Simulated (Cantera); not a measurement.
Cantera run:

```python
import numpy as np
import cantera as ct

gas_names = """
    B BH BH2 BH3 BN BO BO2 B2 B2O B2O2 B2O3 B3O3H3 H HBO HBO2 HNO HNO2 HNO3 HO2 H2 H2O H2O2 H3B3O6 N NH
    NH2 NH3 NH2OH NO NO2 NO3 N2 N2H2 N2H4 N2O O OH O2 O3
""".split()
cond_names = """
    B(b) B(L) BN(s) B2O3(L) B3O3H3(cr) H2O(s) H2O(L)
""".split()


def load(file, names, dense=False):
    # The tables refer to 1 bar. Condensed volumes are neglected.
    table = {s.name: s for s in ct.Species.list_from_file(file)}
    out = []
    for n in names:
        d = dict(table[n].input_data)
        d["thermo"] = dict(d["thermo"], **{"reference-pressure": 1e5})
        if dense:
            d["equation-of-state"] = {"model": "constant-volume", "density": "1e6 g/cm^3"}
        out.append(ct.Species.from_dict(d))
    return out


gas = ct.Solution(thermo="ideal-gas", species=load("nasa_gas.yaml", gas_names))
cond = {s.name: ct.Solution(thermo="fixed-stoichiometry", species=[s], name=s.name)
        for s in load("nasa_condensed.yaml", cond_names, dense=True)}
atoms = {
    'borazine': {'B': 3, 'N': 3, 'H': 6},
    'O2': {'O': 2},
    'N2': {'N': 2},
}
top_T = {'BN(s)': 3200}  # K; cautious upper limits of use, not melting points


def equilibrate(T, P, feed):
    n = {}
    for name, mol in feed.items():
        for a, k in atoms[name].items():
            n[a] = n.get(a, 0.0) + k * mol
    gas.TPX = T, P, n
    mass = sum(n.values()) * gas.mean_molecular_weight
    gas.equilibrate("TP")
    valid = [c for c in cond.values() if c.min_temp <= T <= top_T.get(c.name, c.max_temp)]
    mix = ct.Mixture([(gas, mass / gas.mean_molecular_weight)] + [(c, 0.0) for c in valid])
    mix.T, mix.P = T, P
    mix.equilibrate("TP", solver="vcs", rtol=1e-11, max_steps=5000)
    return mix


results = []
feed = {'borazine': 1, 'O2': 0.45, 'N2': 8.2}  # mol
P = 1333.22  # Pa
for T in [823, 923, 1023, 1123, 1223, 1323, 1423, 1523, 1623, 1723, 1823, 1923, 2023, 2123]:
    mix = equilibrate(T, P, feed)
    results.append((T, P, feed, dict(zip(mix.species_names, mix.species_moles))))

top = {s: max(r[3][s] / sum(r[3][g] for g in gas_names) for r in results) for s in gas_names}
cols = sorted((s for s in top if top[s] > 0.0001), key=lambda s: -top[s])[:9]
seen = [c for c in cond_names if any(r[3].get(c, 0) > 1e-12 for r in results)]
print("log10 of partial pressures in bar; condensed amounts in mol")
print(f"{'T/K':>10s}" + "".join(f"{s[:9]:>10s}" for s in cols + seen))
for T, P, feed, n in results:
    ng = sum(n[g] for g in gas_names)
    print(f"{T:10.4g}" + "".join(f"{np.log10(max(n[s] / ng * P / 1e5, 1e-99)):10.3f}" for s in cols)
          + "".join(f"{n.get(c, 0):10.4g}" for c in seen))
```

Output:

```
log10 of partial pressures in bar; condensed amounts in mol
       T/K        N2        H2       HBO        BO      B2O3         H      B2O2      HBO2       H2O     BN(s)   B2O3(L)
       823    -2.006    -2.460   -13.078   -20.886   -15.983   -12.364   -21.333    -9.120    -5.123     2.404    0.2978
       923    -2.006    -2.460   -11.047   -17.483   -13.215   -10.841   -17.637    -7.909    -5.131     2.404    0.2979
      1023    -2.006    -2.460    -9.423   -14.756   -11.008    -9.613   -14.678    -6.950    -5.145     2.404    0.2979
      1123    -2.006    -2.460    -8.095   -12.522    -9.209    -8.600   -12.259    -6.173    -5.163     2.404    0.2976
      1223    -2.006    -2.460    -6.990   -10.661    -7.716    -7.752   -10.245    -5.532    -5.183     2.405    0.2964
      1323    -2.007    -2.460    -6.057    -9.087    -6.459    -7.030    -8.545    -4.996    -5.203     2.406    0.2918
      1423    -2.007    -2.462    -5.260    -7.740    -5.387    -6.409    -7.090    -4.541    -5.225      2.41    0.2765
      1523    -2.009    -2.468    -4.573    -6.573    -4.463    -5.870    -5.832    -4.154    -5.251     2.415    0.2192
      1623    -2.018    -2.486    -3.994    -5.568    -3.703    -5.404    -4.762    -3.856    -5.305     2.403         0
      1723    -2.019    -2.492    -3.718    -4.922    -3.751    -4.985    -4.299    -4.065    -5.580     2.337         0
      1823    -2.020    -2.502    -3.520    -4.392    -3.927    -4.614    -3.976    -4.343    -5.873     2.248         0
      1923    -2.023    -2.512    -3.410    -3.985    -4.282    -4.282    -3.819    -4.725    -6.204     2.165         0
      2023    -2.026    -2.522    -3.381    -3.690    -4.815    -3.982    -3.820    -5.211    -6.572     2.119         0
      2123    -2.030    -2.531    -3.410    -3.477    -5.460    -3.710    -3.931    -5.760    -6.961     2.102         0
```

Equilibrium computed with Cantera from the NASA thermochemical tables; the gas is ideal and each condensed phase is pure. The feed counts by its element totals alone. Mutual solubility and eutectic melting of coexisting phases are not modelled. The tables' values for BH2 are old estimates; treat these amounts as uncertain.
